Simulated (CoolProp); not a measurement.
Values from CoolProp's reference Helmholtz-energy equation of state, Thol 2017.

Q: For octamethyltrisiloxane (MDM), give the phase and the density (kg/m³), cp (kJ/(kg K)), speed of sound (m/s), fugacity coefficient at 62.95 °C and 0.433 MPa; 73.65 °C and 0.433 MPa; 105.95 °C and 0.433 MPa.

A: 
- 62.95 °C and 0.433 MPa: liquid; density 777, cp 1.87, speed of sound 792, fugacity coefficient 0.0101
- 73.65 °C and 0.433 MPa: liquid; density 766, cp 1.90, speed of sound 757, fugacity coefficient 0.0165
- 105.95 °C and 0.433 MPa: liquid; density 731, cp 1.98, speed of sound 654, fugacity coefficient 0.0580
